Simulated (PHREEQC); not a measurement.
**Copper plating or etch bath: an equilibrium model**

Dissolve 0.0047 mol/kgw CuSO4, 0.00094 mol/kgw H2SO4 and 0.14 mol/kgw Na2SO4 at 10 °C. Closed to the air; pH follows from the charge balance.

The numbers come from PHREEQC with the ion-association model, wateq4f.dat.

Precipitation was switched off in this run.

Problem. What pH does the model give?

Solution. pH 3.33.

Problem. In which forms is Cu present?

Solution. CuSO4 56 %, Cu+2 44 % of the Cu.

Away from 25 °C the constants follow the database's enthalpies or fits; those with neither stay at their 25 °C values.
